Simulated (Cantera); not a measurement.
Charge: 1 mol PbO, 3.2 mol CH4, 0.21 mol N2, at 1875 K and 0.000110 bar.

These are equilibrium values from Cantera (NASA tables, ideal gas, pure condensed phases), not measurements of a reactor. Candidate condensed phases: C, C6H6, C7H8, C8H18, H2O, Pb, PbO, PbO2, Pb3O4; 139 gas species. Kinetics and transport are ignored.

Q: What is the equilibrium state?

A: 
| Quantity | Result |
|---|---|
| x(H2) | 0.697 |
| x(CO) | 0.113 |
| x(Pb) | 0.113 |
| x(H) | 0.0522 |
| x(N2) | 0.0232 |
| x(HCN) | 0.00111 |
| x(C2H2 (acetylene)) | 0.000221 |
| x(HNC) | 4.94e-5 |
| x(CN) | 1.44e-6 |
| n(C(graphite)) | 2.19 mol |
| gas amount | 8.841 mol |
| log10 activity of Pb(l) (absent) | -4.55 |
